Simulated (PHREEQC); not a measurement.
Solution (44 °C): 0.0068 mol NiSO4, 0.0018 mol H3AsO4 and 0.0063 mol H2SO4 per kg of water. Closed to the air; pH follows from the charge balance.

Equilibrium calculation in PHREEQC: ion-association model, wateq4f.dat.

Each row changes one thing in this solution. Precipitation was switched off in this run.

| case | pH | ionic strength (mol/kgw) | SO4-2 (mol/kgw) | HSO4- (mol/kgw) | H3AsO4 (mol/kgw) | H2AsO4- (mol/kgw) |
|---|---|---|---|---|---|---|
| as made | 2.12 | 0.0299 | 0.00657 | 0.00462 | 0.00108 | 0.000719 |
| NiSO4 replaced by Cs2SO4 at the same molality | 2.15 | 0.0296 | 0.00789 | 0.00521 | 0.00105 | 0.000747 |
| temperature from 44 to 45 °C | 2.12 | 0.0298 | 0.00652 | 0.00467 | 0.00108 | 0.000718 |
| NiSO4 from 0.0068 to 0.00068 mol/kgw | 2.05 | 0.0150 | 0.00353 | 0.00329 | 0.00117 | 0.000632 |
| H2SO4 from 0.0063 to 0.00315 mol/kgw | 2.37 | 0.0255 | 0.00574 | 0.00236 | 0.000834 | 0.000966 |
| temperature from 44 to 80 °C | 2.24 | 0.0266 | 0.00473 | 0.00662 | 0.00108 | 0.000718 |

Constants without temperature data keep their 25 °C values here. The database has no arsenate complexes of Ni.
